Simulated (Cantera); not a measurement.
A closed system holds: 1 mol Fe2O3, 0.039 mol Cl2, held at 475 °C and 10.5 Torr.

Equilibrium computed with Cantera from the NASA thermochemical tables; the gas is ideal and each condensed phase is pure. Candidate condensed phases: Fe, FeCl2, FeCl3, FeO, Fe2O3, Fe3O4; 13 gas species. Condensed phases not in the tables: FeOCl. The numbers say what is thermodynamically allowed, not how fast it happens.

Base state: Cl2 0.995, FeCl3 0.00258, O2 0.00201, Fe2Cl6 4.98e-5, Cl 2.18e-5 (mole fractions); condensed: Fe2O3(s).

### Question
What changes in the equilibrium state with this change: temperature from 475 °C to 727 °C?

### Answer
| species | before | after |
|---|---|---|
| Cl2 | 0.995 | 0.866 |
| FeCl3 | 0.00258 | 0.0722 |
| O2 | 0.00201 | 0.0561 |
| FeCl2 | 8.81e-7 | 0.00233 |
| Cl | 2.18e-5 | 0.00306 |
| Fe2Cl6 | 4.98e-5 | 0.000143 |
| Fe2O3(s), mol | 1.000 | 0.999 |
